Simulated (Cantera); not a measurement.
Input (Python, Cantera) and output of one run.

```python
import numpy as np
import cantera as ct

gas_names = [...]  # 109 gases of nasa_gas.yaml made of C, Cl, H, Si
cond_names = """
    C(gr) C6H6(L) C7H8(L) C8H18(L),n-octa Si(cr) Si(L) SiC(b)
""".split()


# ... load() reads the species with a 1 bar reference pressure and builds the phases ...
atoms = {
    'SiCl4': {'Si': 1, 'CL': 4},
    'C3H8': {'C': 3, 'H': 8},
    'H2': {'H': 2},
}
top_T = {'C(gr)': 4500, 'SiC(b)': 3050}  # K; cautious upper limits of use, not melting points


# ... equilibrate(T, P, feed) seeds the gas with the atoms and calls Mixture.equilibrate('TP', solver="vcs", rtol=1e-11, max_steps=5000) ...
results = []
feed = {'SiCl4': 1, 'C3H8': 0.25, 'H2': 1100}  # mol
P = 4400  # Pa
for T in [1098, 1248, 1398, 1548, 1698, 1848, 1998]:
    mix = equilibrate(T, P, feed)
    results.append((T, P, feed, dict(zip(mix.species_names, mix.species_moles))))
    x = sorted(zip(gas.X, gas.species_names), reverse=True)
    print(f"T = {T:g} K  P = {P:g} Pa  gas = {mix.phase_moles(0):.4g} mol")
    print("   x: " + "  ".join(f"{s} {v:.3e}" for v, s in x if v > 0.001))
    print("   condensed (mol): " + ("  ".join(f"{mix.phase(i).name} {mix.phase_moles(i):.4g}"
          for i in range(1, mix.n_phases) if mix.phase_moles(i) > 1e-12) or "none"))
```

Output:

```
T = 1098 K  P = 4400 Pa  gas = 1103 mol
   x: H2 9.964e-01  HCL 3.538e-03
   condensed (mol): Si(cr) 0.2086  SiC(b) 0.7485
T = 1248 K  P = 4400 Pa  gas = 1103 mol
   x: H2 9.964e-01  HCL 3.559e-03
   condensed (mol): Si(cr) 0.2142  SiC(b) 0.7488
T = 1398 K  P = 4400 Pa  gas = 1103 mol
   x: H2 9.964e-01  HCL 3.551e-03
   condensed (mol): Si(cr) 0.2089  SiC(b) 0.749
T = 1548 K  P = 4400 Pa  gas = 1103 mol
   x: H2 9.963e-01  HCL 3.541e-03
   condensed (mol): Si(cr) 0.1999  SiC(b) 0.7491
T = 1698 K  P = 4400 Pa  gas = 1103 mol
   x: H2 9.957e-01  HCL 3.531e-03
   condensed (mol): Si(L) 0.1615  SiC(b) 0.7491
T = 1848 K  P = 4400 Pa  gas = 1105 mol
   x: H2 9.937e-01  HCL 3.545e-03  H 2.520e-03
   condensed (mol): SiC(b) 0.7463
T = 1998 K  P = 4400 Pa  gas = 1108 mol
   x: H2 9.885e-01  H 7.603e-03  HCL 3.571e-03
   condensed (mol): SiC(b) 0.6505
```

Equilibrium computed with Cantera from the NASA thermochemical tables; the gas is ideal and each condensed phase is pure. Mutual solubility and eutectic melting of coexisting phases are not modelled. Gases not in the tables: Si2H6 and higher silanes.
